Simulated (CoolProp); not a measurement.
cis-2-butene along the isobar 1.31 MPa: Z from the reference equation and from simpler models built on Tc = 162.6 °C, pc = 4.236 MPa, ω = 0.202; each cubic takes its own stable root.

The numbers come from the reference Helmholtz-energy equation of state, Lemmon 2005 in CoolProp. It is a short technical equation, of lower accuracy than the large ones.

| T (°C) | phase | reference |
|---|---|---|
| 89.35 | liquid | 0.04613 |
| 109.65 | gas | 0.8040 |
| 129.95 | gas | 0.8419 |
| 150.25 | gas | 0.8695 |
| 170.65 | gas | 0.8906 |
| 190.95 | gas | 0.9072 |
| 211.25 | gas | 0.9206 |
| 231.55 | gas | 0.9315 |
| 251.85 | gas | 0.9406 |

Question: How far does each simpler model (Redlich-Kwong, Soave-Redlich-Kwong, Peng-Robinson) lie from the reference over these 9 states: mean and median of the absolute difference, and the worst?

Answer: 
- Redlich-Kwong: mean 179.1 %, median 0.3 %, worst +1606.0 % at 89.35 °C and 1.31 MPa
- Soave-Redlich-Kwong: mean 1.8 %, median 0.4 %, worst +11.9 % at 89.35 °C and 1.31 MPa
- Peng-Robinson: mean 0.8 %, median 0.8 %, worst -1.4 % at 89.35 °C and 1.31 MPa

At some of these states Redlich-Kwong gives the other phase, because its saturation line lies elsewhere.
